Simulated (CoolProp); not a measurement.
Vapour-liquid equilibrium of methanol (1) + dimethyl carbonate (2) at 405.9 K; x and y are mole fractions of (1).

The numbers come from the multi-fluid Helmholtz-energy mixture model, de Reuck 1993 and Zhou 2011; pair parameters Bell 2016 in CoolProp.

```csv
x,bubble pressure (MPa),y at the bubble point,dew pressure at overall composition x (MPa),liquid density (mol/L)
0.05,0.4045,[?],0.3495,10.36
0.125,0.4933,0.370,0.3760,10.76
0.2,0.5674,0.480,[?],11.20
0.275,0.6296,0.557,0.4414,[?]
0.35,0.6819,0.616,0.4818,12.22
0.425,0.7262,0.664,0.5286,12.82
0.5,0.7642,0.705,0.5828,13.49
0.575,0.7969,0.742,0.6449,14.24
0.65,[?],0.778,0.7134,15.09
0.725,0.8504,0.815,0.7824,[?]
0.8,0.8718,0.855,0.8410,17.14
0.875,0.8893,0.900,0.8805,18.40
0.95,0.9013,0.955,0.9005,19.85
```

**Question.** What belongs in the gaps?

**Answer.** 
- 0.05, y at the bubble point: 0.195
- 0.2, dew pressure at overall composition x (MPa): 0.4065
- 0.275, liquid density (mol/L): 11.69
- 0.65, bubble pressure (MPa): 0.8254
- 0.725, liquid density (mol/L): 16.05

No azeotrope shows between x = 0.05 and 0.95.

Pair parameters are fitted to limited data, so mixtures are less certain than the pure fluids.
